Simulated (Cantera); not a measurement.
Cantera run:

```python
import numpy as np
import cantera as ct

gas_names = """
    C CN CO CO2 C2 CCN CNC C2N2 C2O C3 C3O2 C4 C4N2 C5 N NCO NO NO2 NO3 N2 N2O O O2 O3 Si SiC SiC2 SiN
    SiO SiO2 Si2 Si2C Si2N Si3
""".split()
cond_names = """
    C(gr) Si(cr) Si(L) SiC(b) SiO2(Lqz) SiO2(hqz) SiO2(L) Si2N2O(s) Si3N4(a)
""".split()


# ... load() reads the species with a 1 bar reference pressure and builds the phases ...
atoms = {
    'SiO2': {'Si': 1, 'O': 2},
    'C': {'C': 1},
    'N2': {'N': 2},
}
top_T = {'C(gr)': 4500, 'SiC(b)': 3050, 'Si2N2O(s)': 2100, 'Si3N4(a)': 2400}  # K; cautious upper limits of use, not melting points


# ... equilibrate(T, P, feed) seeds the gas with the atoms and calls Mixture.equilibrate('TP', solver="vcs", rtol=1e-11, max_steps=5000) ...
results = []
feed = {'SiO2': 1, 'C': 6.7, 'N2': 14}  # mol
P = 1333.22  # Pa
for T in [1123, 1223, 1323, 1423, 1523, 1623, 1723, 1823]:
    mix = equilibrate(T, P, feed)
    results.append((T, P, feed, dict(zip(mix.species_names, mix.species_moles))))
    x = sorted(zip(gas.X, gas.species_names), reverse=True)
    print(f"T = {T:g} K  P = {P:g} Pa  gas = {mix.phase_moles(0):.4g} mol")
    print("   x: " + "  ".join(f"{s} {v:.3e}" for v, s in x if v > 1e-05))
    print("   condensed (mol): " + ("  ".join(f"{mix.phase(i).name} {mix.phase_moles(i):.4g}"
          for i in range(1, mix.n_phases) if mix.phase_moles(i) > 1e-12) or "none"))
```

Output:

```
T = 1123 K  P = 1333.22 Pa  gas = 14.67 mol
   x: N2 9.318e-01  CO 6.818e-02
   condensed (mol): C(gr) 5.7  SiO2(hqz) 0.3333  Si2N2O(s) 0.3334
T = 1223 K  P = 1333.22 Pa  gas = 15 mol
   x: N2 9.000e-01  CO 1.000e-01
   condensed (mol): C(gr) 5.2  Si2N2O(s) 0.5
T = 1323 K  P = 1333.22 Pa  gas = 15 mol
   x: N2 9.000e-01  CO 1.000e-01
   condensed (mol): C(gr) 5.2  Si2N2O(s) 0.5
T = 1423 K  P = 1333.22 Pa  gas = 15 mol
   x: N2 9.000e-01  CO 9.999e-02  SiO 1.374e-05
   condensed (mol): C(gr) 5.2  Si2N2O(s) 0.4999
T = 1523 K  P = 1333.22 Pa  gas = 15 mol
   x: N2 8.999e-01  CO 9.992e-02  SiO 1.370e-04
   condensed (mol): C(gr) 5.201  Si2N2O(s) 0.499
T = 1623 K  P = 1333.22 Pa  gas = 16 mol
   x: N2 8.750e-01  CO 1.246e-01  SiO 3.927e-04
   condensed (mol): C(gr) 3.713  SiC(b) 0.9937
T = 1723 K  P = 1333.22 Pa  gas = 16 mol
   x: N2 8.750e-01  CO 1.245e-01  SiO 5.483e-04
   condensed (mol): C(gr) 3.718  SiC(b) 0.9912
T = 1823 K  P = 1333.22 Pa  gas = 16 mol
   x: N2 8.750e-01  CO 1.243e-01  SiO 7.370e-04
   condensed (mol): C(gr) 3.724  SiC(b) 0.9881
```

Equilibrium computed with Cantera from the NASA thermochemical tables; the gas is ideal and each condensed phase is pure. N2 is the only nitrogen source here; it is nearly inert below about 1500 K, so the nitride shown seldom forms there in practice. Mutual solubility and eutectic melting of coexisting phases are not modelled.
